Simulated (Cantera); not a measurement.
**Silicon carbide growth: SiH2Cl2 + CH4 + H2**

Feed: 1 mol SiH2Cl2, 2 mol CH4, 1.1 mol H2, at 60.8 Torr.

Equilibrium computed with Cantera from the NASA thermochemical tables; the gas is ideal and each condensed phase is pure. Candidate condensed phases: C, C6H6, C7H8, C8H18, Si, SiC; 109 gas species. The tables' values for SiCl, SiCl3 are old estimates; treat these amounts as uncertain. Gases not in the tables: Si2H6 and higher silanes. Kinetics and transport are ignored.

From 1300 K to 2350 K the condensed part is C(graphite) + SiC(s). The main Si-bearing gas is SiCl4 at 1300 K and SiCl2 at 2350 K. The share of Si in condensed phases is highest at 1450 K (97.6 %) and lowest at 2350 K (81.2 %).

```
T (K)  log p H2  log p HCl  log p H  log p SiCl2  log p Cl  log p SiCl4  log p C2H2 (acetylene)  log p Si  n C(graphite)  n SiC(s)
-----  --------  ---------  -------  -----------  --------  -----------  ----------------------  --------  -------------  --------
1300      -1.23      -1.67    -6.57        -4.22     -7.09        -3.48                   -7.47    -12.89           1.04     0.957
1450      -1.23      -1.66    -5.64        -3.81     -6.15        -4.25                   -6.54    -10.74           1.02     0.976
1600      -1.23      -1.66    -4.88        -3.52     -5.41        -4.94                   -5.79     -8.99           1.03     0.969
1750      -1.23      -1.66    -4.25        -3.30     -4.79        -5.54                   -5.17     -7.54           1.05     0.953
1900      -1.23      -1.68    -3.72        -3.12     -4.28        -6.06                   -4.65     -6.33           1.07     0.931
2050      -1.23      -1.69    -3.26        -2.98     -3.85        -6.53                   -4.20     -5.29           1.08     0.904
2200      -1.23      -1.71    -2.87        -2.87     -3.48        -6.95                   -3.83     -4.40           1.10     0.871
2350      -1.25      -1.74    -2.53        -2.80     -3.17        -7.35                   -3.50     -3.63           1.12     0.812
```
log p: log10 of the partial pressure in bar; n: condensed amount in mol.
